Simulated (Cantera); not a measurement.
**Pyrogenic steam for wet oxidation**

An isothermal, constant-pressure homogeneous reactor starts with 14.6 % H₂, 11.2 % O₂, 74.2 % N₂, at 950 K and 0.890 bar.

Cantera simulation using the H2/O2 subset of GRI-Mech 3.0, which has no nitrogen chemistry; the numbers are that mechanism's predictions, not measurements. The temperature is held fixed by assumption; the heat of reaction is taken as removed at once.

```tsv
t (s)	x H₂	x O₂	x O	x H₂O	x HO₂	x OH
3.00e-5	0.146	0.112	8.22e-12	6.24e-11	1.46e-10	2.42e-12
0.000100	0.146	0.112	3.18e-11	7.86e-10	1.05e-9	9.05e-12
0.000336	0.146	0.112	1.45e-10	1.08e-8	1.14e-8	4.09e-11
0.00113	0.146	0.112	1.98e-9	3.10e-7	3.00e-7	5.60e-10
0.00377	0.0714	0.0765	2.85e-7	0.0805	6.57e-5	2.17e-7
0.0126	0.0711	0.0764	6.12e-8	0.0808	2.77e-5	4.07e-8
0.0423	0.0689	0.0753	1.53e-7	0.0830	4.05e-5	1.20e-7
0.142	0.0559	0.0690	1.91e-7	0.0970	4.25e-5	1.74e-7
0.475	0.0276	0.0555	1.54e-7	0.128	3.19e-5	1.66e-7
1.59	0.00260	0.0436	7.60e-8	0.155	1.10e-5	1.52e-7
5.32	0.000114	0.0425	1.98e-9	0.157	1.06e-6	2.98e-8
17.8	1.45e-5	0.0424	8.31e-11	0.158	1.81e-7	7.90e-9
59.7	1.20e-6	0.0424	4.63e-12	0.158	2.56e-8	3.88e-9
200	2.63e-11	0.0424	3.56e-12	0.158	1.96e-10	2.55e-8
```
x: mole fraction; the columns are a selection and need not sum to one.

Equilibrium at this temperature and pressure: H₂ 1.49e-11, O₂ 0.0424, O 6.98e-12, H₂O 0.158, HO₂ 1.47e-10, OH 3.57e-8 (gas phase only).
